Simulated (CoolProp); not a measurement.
R124 along the isotherm 280.7 K: fugacity coefficient from the reference equation and from simpler models built on Tc = 395.4 K, pc = 3624 kPa, ω = 0.288; each cubic takes its own stable root.

Values from CoolProp's reference Helmholtz-energy equation of state, de Vries 1995.

```
p (kPa)   phase  reference
-------  ------  ---------
181         gas     0.9435
362      liquid     0.5570
544      liquid     0.3735
725      liquid     0.2823
906      liquid     0.2276
1090     liquid     0.1906
1270     liquid     0.1648
1450     liquid     0.1455
1630     liquid     0.1304
1810     liquid     0.1183
```

Q: How far does each simpler model (van der Waals, Redlich-Kwong, Soave-Redlich-Kwong, Peng-Robinson) lie from the reference over these 10 states: mean and median of the absolute difference, and the worst?

A: 
- van der Waals: mean 180.5 %, median 227.9 %, worst +235.0 % at 280.7 K and 1810 kPa
- Redlich-Kwong: mean 56.1 %, median 62.1 %, worst +62.8 % at 280.7 K and 1810 kPa
- Soave-Redlich-Kwong: mean 1.2 %, median 1.3 %, worst +1.5 % at 280.7 K and 1810 kPa
- Peng-Robinson: mean 0.2 %, median 0.1 %, worst +0.5 % at 280.7 K and 181 kPa

At some of these states van der Waals gives the other phase, because its saturation line lies elsewhere.
